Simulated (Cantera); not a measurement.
A Cantera script and what it prints.

```python
import numpy as np
import cantera as ct

gas_names = """
    Ca CaCL CaCL2 CaO CaOH CaO2H2 Ca2 CL CLO CL2 H HCL HOCL HO2 H2 H2O H2O2 O OH O2 O3
""".split()
cond_names = """
    Ca(a) Ca(b) Ca(L) CaCL2(s) CaCL2(L) CaO(s) CaO(L) CaO2H2(s) H2O(s) H2O(L)
""".split()


# ... load() reads the species with a 1 bar reference pressure and builds the phases ...
atoms = {
    'CaCl2': {'Ca': 1, 'CL': 2},
    'H2O': {'H': 2, 'O': 1},
    'H2': {'H': 2},
}
top_T = {}  # K; cautious upper limits of use, not melting points


# ... equilibrate(T, P, feed) seeds the gas with the atoms and calls Mixture.equilibrate('TP', solver="vcs", rtol=1e-11, max_steps=5000) ...
results = []
feed = {'CaCl2': 1, 'H2O': 13, 'H2': 0.1}  # mol
P = 100000  # Pa
for T in [1073, 1173, 1273, 1373, 1473, 1573, 1673, 1773, 1873, 1973, 2073, 2173]:
    mix = equilibrate(T, P, feed)
    results.append((T, P, feed, dict(zip(mix.species_names, mix.species_moles))))
    x = sorted(zip(gas.X, gas.species_names), reverse=True)
    print(f"T = {T:g} K  P = {P:g} Pa  gas = {mix.phase_moles(0):.4g} mol")
    print("   x: " + "  ".join(f"{s} {v:.3e}" for v, s in x if v > 1e-06))
    print("   condensed (mol): " + ("  ".join(f"{mix.phase(i).name} {mix.phase_moles(i):.4g}"
          for i in range(1, mix.n_phases) if mix.phase_moles(i) > 1e-12) or "none"))
```

Output:

```
T = 1073 K  P = 100000 Pa  gas = 13.13 mol
   x: H2O 9.874e-01  H2 7.615e-03  HCL 4.937e-03
   condensed (mol): CaCL2(L) 0.9676  CaO(s) 0.03241
T = 1173 K  P = 100000 Pa  gas = 13.18 mol
   x: H2O 9.806e-01  HCL 1.178e-02  H2 7.589e-03  CaCL2 3.692e-06
   condensed (mol): CaCL2(L) 0.9224  CaO(s) 0.07759
T = 1273 K  P = 100000 Pa  gas = 13.26 mol
   x: H2O 9.683e-01  HCL 2.416e-02  H2 7.541e-03  CaCL2 3.384e-05
   condensed (mol): CaCL2(L) 0.8393  CaO(s) 0.1602
T = 1373 K  P = 100000 Pa  gas = 13.4 mol
   x: H2O 9.483e-01  HCL 4.403e-02  H2 7.465e-03  CaCL2 2.185e-04  CL 1.406e-06
   condensed (mol): CaCL2(L) 0.7021  CaO(s) 0.295
T = 1473 K  P = 100000 Pa  gas = 13.61 mol
   x: H2O 9.187e-01  HCL 7.289e-02  H2 7.353e-03  CaCL2 1.069e-03  CL 8.716e-06  OH 3.527e-06  H 1.085e-06
   condensed (mol): CaCL2(L) 0.4894  CaO(s) 0.4961
T = 1573 K  P = 100000 Pa  gas = 13.94 mol
   x: H2O 8.772e-01  HCL 1.114e-01  H2 7.204e-03  CaCL2 4.184e-03  CL 4.241e-05  OH 1.517e-05  H 3.451e-06  CaO2H2 1.268e-06
   condensed (mol): CaCL2(L) 0.1654  CaO(s) 0.7763
T = 1673 K  P = 100000 Pa  gas = 14.1 mol
   x: H2O 8.591e-01  HCL 1.254e-01  CaCL2 8.142e-03  H2 7.187e-03  CL 1.316e-04  OH 5.551e-05  H 9.655e-06  CaO2H2 4.110e-06  O2 3.253e-06
   condensed (mol): CaO(s) 0.8851
T = 1773 K  P = 100000 Pa  gas = 14.1 mol
   x: H2O 8.612e-01  HCL 1.202e-01  CaCL2 1.065e-02  H2 7.369e-03  CL 3.062e-04  OH 1.769e-04  H 2.442e-05  O2 2.378e-05  CaO2H2 1.188e-05  CL2 1.215e-06
   condensed (mol): CaO(s) 0.8497
T = 1873 K  P = 100000 Pa  gas = 14.11 mol
   x: H2O 8.629e-01  HCL 1.147e-01  CaCL2 1.321e-02  H2 7.880e-03  CL 6.316e-04  OH 4.870e-04  O2 1.286e-04  H 5.729e-05  CaO2H2 3.058e-05  O 2.681e-06  CL2 2.064e-06
   condensed (mol): CaO(s) 0.8132
T = 1973 K  P = 100000 Pa  gas = 14.12 mol
   x: H2O 8.631e-01  HCL 1.090e-01  CaCL2 1.572e-02  H2 9.160e-03  OH 1.155e-03  CL 1.149e-03  O2 4.886e-04  H 1.291e-04  CaO2H2 7.117e-05  O 1.199e-05  CL2 2.987e-06  CaCL 1.569e-06  HOCL 1.040e-06
   condensed (mol): CaO(s) 0.777
T = 2073 K  P = 100000 Pa  gas = 14.15 mol
   x: H2O 8.609e-01  HCL 1.033e-01  CaCL2 1.807e-02  H2 1.170e-02  OH 2.381e-03  CL 1.854e-03  O2 1.307e-03  H 2.845e-04  CaO2H2 1.518e-04  O 4.154e-05  CaCL 4.643e-06  CL2 3.686e-06  HOCL 1.690e-06  CaOH 1.054e-06
   condensed (mol): CaO(s) 0.7421
T = 2173 K  P = 100000 Pa  gas = 14.2 mol
   x: H2O 8.554e-01  HCL 9.771e-02  CaCL2 2.021e-02  H2 1.583e-02  OH 4.393e-03  CL 2.735e-03  O2 2.701e-03  H 6.071e-04  CaO2H2 3.001e-04  O 1.181e-04  CaCL 1.283e-05  CL2 4.061e-06  CaOH 3.701e-06  HOCL 2.398e-06  CLO 1.902e-06
   condensed (mol): CaO(s) 0.7086
```

Method: chemical equilibrium by Gibbs-energy minimisation in Cantera with the NASA 1993 tables (ideal gas, pure condensed phases). Mutual solubility and eutectic melting of coexisting phases are not modelled. Condensed phases not in the tables: oxide chlorides.
